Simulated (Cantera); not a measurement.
**Adiabatic ignition**

An adiabatic, constant-pressure homogeneous reactor starts with 21.5 % H2, 16.5 % O2, 62.0 % N2, equivalence ratio 0.65, at 1373 K and 430000 Pa.

Computed with Cantera and GRI-Mech 3.0 (53 species, 325 reactions). The hydrogen kinetics of GRI-Mech 3.0 are dated; newer H2 mechanisms differ, most at raised pressure.

| t (s) | T (K) | x H2 | x O2 | x HO2 | x NO | x H |
|---|---|---|---|---|---|---|
| 2.00e-6 | 1373 | 0.215 | 0.165 | 3.38e-6 | <1e-12 | 9.60e-6 |
| 6.54e-6 | 2124 | 0.0272 | 0.0644 | 6.54e-5 | 3.34e-5 | 0.0336 |
| 2.14e-5 | 2675 | 0.00814 | 0.0603 | 1.92e-5 | 0.000241 | 0.00325 |
| 7.00e-5 | 2706 | 0.00653 | 0.0601 | 1.96e-5 | 0.000817 | 0.00229 |
| 0.000229 | 2704 | 0.00651 | 0.0593 | 1.93e-5 | 0.00258 | 0.00226 |
| 0.000749 | 2698 | 0.00647 | 0.0572 | 1.86e-5 | 0.00716 | 0.00220 |
| 0.00245 | 2689 | 0.00642 | 0.0544 | 1.76e-5 | 0.0133 | 0.00212 |
| 0.00801 | 2687 | 0.00640 | 0.0538 | 1.73e-5 | 0.0147 | 0.00211 |
| 0.0262 | 2687 | 0.00640 | 0.0538 | 1.73e-5 | 0.0147 | 0.00211 |
| 0.0857 | 2687 | 0.00640 | 0.0538 | 1.73e-5 | 0.0147 | 0.00211 |
| 0.280 | 2687 | 0.00640 | 0.0538 | 1.73e-5 | 0.0147 | 0.00211 |
| 0.917 | 2687 | 0.00640 | 0.0538 | 1.73e-5 | 0.0147 | 0.00211 |
| 3.00 | 2687 | 0.00640 | 0.0538 | 1.73e-5 | 0.0147 | 0.00211 |
x: mole fraction; the columns are a selection and need not sum to one.

```yaml
time_of_steepest_temperature_rise: 5.30 µs
temperature at 3.00 s: 2687 K
equilibrium_temperature: 2687 K
x(H2) at 3.00 s: 0.00640 (gas-phase equilibrium 0.00640)
x(O2) at 3.00 s: 0.0538 (gas-phase equilibrium 0.0538)
x(HO2) at 3.00 s: 1.73e-5 (gas-phase equilibrium 1.73e-5)
```
